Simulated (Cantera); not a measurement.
A freely propagating, adiabatic, planar premixed flame of H₂ : O₂ : N₂ = 1 : 0.208 : 0.783 (molar parts), equivalence ratio 2.4, unburnt at 450 K and 10.0 bar; mixture-averaged transport, grid criteria slope 0.08 and curve 0.16, no radiation.

Detailed kinetics in Cantera: the H2/O2 subset of GRI-Mech 3.0, which has no nitrogen chemistry. The hydrogen kinetics of GRI-Mech 3.0 are dated; newer H2 mechanisms differ, most at raised pressure. Burning velocities carry a grid error of a few per cent, more on coarse grids.

### Question
How do the results move with these cheaper or finer settings: unity-Lewis-number transport; multicomponent transport; multicomponent+Soret transport; grid criteria slope 0.5, curve 1; grid criteria slope 0.25, curve 0.5; grid criteria slope 0.03, curve 0.06?

### Answer
| setting | laminar burning velocity | thermal thickness | peak x(H) | peak x(H₂O₂) | grid points |
|---|---|---|---|---|---|
| as above | 420 cm/s | 0.0246 mm | 0.0271 | 0.000135 | 116 |
| unity-Lewis-number transport | 266 cm/s | 0.0280 mm | 0.0287 | 8.15e-5 | 109 |
| multicomponent transport | 415 cm/s | 0.0249 mm | 0.0271 | 0.000131 | 116 |
| multicomponent+Soret transport | 399 cm/s | 0.0238 mm | 0.0268 | 0.000147 | 121 |
| grid criteria slope 0.5, curve 1 | 439 cm/s | 0.0328 mm | 0.0269 | 0.000128 | 43 |
| grid criteria slope 0.25, curve 0.5 | 427 cm/s | 0.0266 mm | 0.0278 | 0.000136 | 54 |
| grid criteria slope 0.03, curve 0.06 | 411 cm/s | 0.0240 mm | 0.0265 | 0.000134 | 255 |
Unity Lewis numbers drop preferential diffusion, which matters most where H2 and H carry the flame; Soret adds thermal diffusion.
